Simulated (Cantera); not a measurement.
Charge: 1 mol CS₂, 2.1 mol H₂O, 0.81 mol H₂, 0.0066 mol SO₂, held at 1.33 mbar.

These are equilibrium values from Cantera (NASA tables, ideal gas, pure condensed phases), not measurements of a reactor. Candidate condensed phases: C, C₆H₆, C₇H₈, C₈H₁₈, H₂O, H₂SO₄, S; 123 gas species. The numbers say what is thermodynamically allowed, not how fast it happens. All values below are at 2175 K.

Base state: H₂ 0.389, CO 0.172, S₂ 0.0853, H 0.0834, H₂O 0.0750, S 0.0730, SO 0.0719, SO₂ 0.0211 (mole fractions); condensed: gas only.

Q: What changes in the equilibrium state with this change: CS₂ replaced by NF₃?

A: 
```json
[
 {"species": "HF", "before": "0", "after": "0.547"},
 {"species": "H₂O", "before": "0.0750", "after": "0.212"},
 {"species": "N₂", "before": "0", "after": "0.0901"},
 {"species": "H₂", "before": "0.389", "after": "0.0224"},
 {"species": "CO", "before": "0.172", "after": "0"},
 {"species": "S₂", "before": "0.0853", "after": "<1e-9"},
 {"species": "SH", "before": "0.0186", "after": "9.85e-8"},
 {"species": "S", "before": "0.0730", "after": "1.61e-6"},
 {"species": "O₂", "before": "2.64e-5", "after": "0.0636"},
 {"species": "SO", "before": "0.0719", "after": "7.79e-5"},
 {"species": "O", "before": "0.000324", "after": "0.0159"},
 {"species": "SO₂", "before": "0.0211", "after": "0.00112"},
 {"species": "OH", "before": "0.00216", "after": "0.0254"},
 {"species": "H", "before": "0.0834", "after": "0.0200"},
 {"species": "CO₂", "before": "0.00636", "after": "0"},
 {"species": "NO", "before": "0", "after": "0.00222"},
 {"species": "H₂S", "before": "0.00158", "after": "2.01e-9"}
]
```
